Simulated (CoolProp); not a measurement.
Saturation properties of n-pentane.

Model: reference Helmholtz-energy equation of state, Thol 2019, in CoolProp.

```tsv
T (°C)	p (MPa)	liquid density (kg/m³)	enthalpy of vaporisation (kJ/kg)	vapour Z	surface tension (mN/m)	liquid conductivity (mW/(m K))
39.25	0.1128	606.7	355.1	0.9525	13.9	107
53.15	0.1754	592.0	343.4	0.9351	12.4	102
67.05	0.2617	576.7	330.8	0.9142	10.9	97.4
80.95	0.3771	560.7	317.2	0.8893	9.48	93.0
94.85	0.5273	543.7	302.4	0.8602	8.07	89.0
108.65	0.7169	525.6	286.1	0.8267	6.72	85.3
122.55	0.9550	505.9	267.8	0.7878	5.40	81.9
136.45	1.247	484.1	247.1	0.7427	4.14	78.9
150.35	1.602	459.4	222.9	0.6899	2.95	76.4
164.25	2.027	430.0	193.6	0.6264	1.86	74.5
178.15	2.535	392.0	155.1	0.5450	0.897	74.2
```

It boils at 36.1 °C under 1 atm.

Thermal conductivity comes from a separate model (Vassiliou 2015). Surface tension comes from a separate correlation (Mulero 2012).
